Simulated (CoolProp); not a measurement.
Cyclopentane at several states: density (kg/m³) from the reference equation and from simpler models built on Tc = 238.6 °C, pc = 4.583 MPa, ω = 0.202; each cubic takes its own stable root.

Computed with CoolProp (reference Helmholtz-energy equation of state, Gedanitz 2015).

```
T (°C)  p (MPa)   phase  reference  van der Waals  Redlich-Kwong  Soave-Redlich-Kwong  Peng-Robinson
------  -------  ------  ---------  -------------  -------------  -------------------  -------------
7.25       1.07  liquid          …          483.3          714.0                    …              …
234.95    0.138     gas      2.316          2.312          2.315                2.315          2.318
224.25     1.07     gas          …          19.71          19.98                20.00          20.20
```

Q: Some entries are withheld; supply them.

A: 
- 7.25, reference: 758.6
- 7.25, Soave-Redlich-Kwong: 726.3
- 7.25, Peng-Robinson: 818.3
- 224.25, reference: 20.09
